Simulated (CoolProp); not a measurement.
Model: reference Helmholtz-energy equation of state, Gao 2022, in CoolProp.

Q: Give the vapour pressure (MPa), liquid density (kg/m³), vapour Z of saturated n-perfluorohexane at 289.7 K.

A: 
```json
[
 {"T (K)": "289.7", "p (MPa)": "0.0200", "liquid density (kg/m³)": "1700", "vapour Z": "0.981"}
]
```
